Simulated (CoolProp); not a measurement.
Vapour-liquid equilibrium of hydrogen sulfide (1) + propane (2) at 278.6 K; x and y are mole fractions of (1).

Model: multi-fluid Helmholtz-energy mixture model, Lemmon 2006 and Lemmon 2009; pair parameters Kunz 2012, in CoolProp.

```csv
x,"bubble pressure, mixture model (bar)","bubble pressure, Raoult's law (bar)","y, mixture model","y, Raoult's law"
0.05,6.664,5.909,0.181,0.102
0.2,(withheld),6.883,0.454,0.351
0.35,10.69,7.856,0.585,0.538
0.5,11.70,8.830,0.669,0.684
0.65,12.31,9.803,(withheld),0.801
0.8,12.61,10.78,(withheld),0.896
0.95,12.40,11.75,(withheld),0.976
```

Problem. What belongs in the gaps?

Solution. 
- 0.2, bubble pressure, mixture model (bar): 9.111
- 0.65, y, mixture model: 0.738
- 0.8, y, mixture model: 0.813
- 0.95, y, mixture model: 0.932

The largest gap from Raoult's law is +36.1 % in bubble pressure, at x = 0.35. y crosses x between x = 0.8 and 0.95: the model has an azeotrope there.

Pair parameters are fitted to limited data, so mixtures are less certain than the pure fluids.
